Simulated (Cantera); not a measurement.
A perfectly stirred reactor is fed with C2H6 : N2 = 1 : 100 (molar parts), at 0.00280 bar; it is held at 1325 K, and followed from long to short residence time.

Model: GRI-Mech 3.0 (53 species, 325 reactions), integrated in Cantera. GRI-Mech 3.0 stops at C3 and has no aromatics, soot or wall deposition, so with more carbon than oxygen in the feed, carbon stays in small species such as C2H2 where larger ones or solid carbon would form. Radical loss at walls, strong at low pressure, is not modelled.

Q: Predict: x(C2H6) at τ = 2.40 s; x(C2H) at τ = 2.40 s; x(CH4) at τ = 2.40 s; x(H2) at τ = 2.40 s; x(HCN) at τ = 2.40 s; x(C2H6) at τ = 0.150 s; x(C2H) at τ = 0.150 s; x(CH4) at τ = 0.150 s; x(H2) at τ = 0.150 s; x(HCN) at τ = 0.150 s.

A: 
* **x(C2H6) at τ = 2.40 s**: 0.000526
* **x(C2H) at τ = 2.40 s**: 1.21e-8
* **x(CH4) at τ = 2.40 s**: 0.00252
* **x(H2) at τ = 2.40 s**: 0.0124
* **x(HCN) at τ = 2.40 s**: 4.58e-7
* **x(C2H6) at τ = 0.150 s**: 0.00509
* **x(C2H) at τ = 0.150 s**: 2.74e-9
* **x(CH4) at τ = 0.150 s**: 0.000902
* **x(H2) at τ = 0.150 s**: 0.00410
* **x(HCN) at τ = 0.150 s**: 1.16e-7
